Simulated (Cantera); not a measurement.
Input: 1 mol Al, 7.6 mol Cl₂, at 1000 K and 0.133 bar.

Method: chemical equilibrium by Gibbs-energy minimisation in Cantera with the NASA 1993 tables (ideal gas, pure condensed phases). Candidate condensed phases: Al, AlCl₃; 8 gas species. Equilibrium is a limit: real reactors are often held back by kinetics, nucleation or transport.

Base state: Cl₂ 0.858, AlCl₃ 0.140, Cl 0.000986, Al₂Cl₆ 0.000261 (mole fractions); condensed: gas only.

Q: What changes in the equilibrium state with this change: pressure from 0.133 bar to 33.0 Pa?

A: 
```csv
species,before,after
Cl₂,0.858,0.841
AlCl₃,0.140,0.139
Cl,0.000986,0.0196
Al₂Cl₆,0.000261,6.38e-7
```
